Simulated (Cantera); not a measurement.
**Pyrogenic steam for wet oxidation**

A perfectly stirred reactor is fed with 47.9 % H₂, 34.2 % O₂, 17.8 % N₂, equivalence ratio 0.70, at 338 Torr; it is held at 1225 K, and followed from long to short residence time.

Computed with Cantera and the H2/O2 subset of GRI-Mech 3.0, which has no nitrogen chemistry. The temperature is held fixed by assumption; the heat of reaction is taken as removed at once.

```tsv
τ (s)	x H₂	x O₂	x O	x OH	x H₂O
22	4.52e-5	0.135	1.38e-6	7.98e-5	0.631
5.6	0.000116	0.135	3.57e-6	0.000121	0.630
1.5	0.000288	0.135	9.33e-6	0.000183	0.630
0.39	0.000714	0.135	2.59e-5	0.000282	0.629
0.10	0.00172	0.136	7.36e-5	0.000451	0.628
0.027	0.00384	0.136	0.000198	0.000740	0.625
0.0070	0.00839	0.138	0.000522	0.00127	0.618
0.0019	0.0173	0.141	0.00126	0.00217	0.604
0.00049	0.0358	0.149	0.00294	0.00374	0.574
```
x: mole fraction; the columns are a selection and need not sum to one.
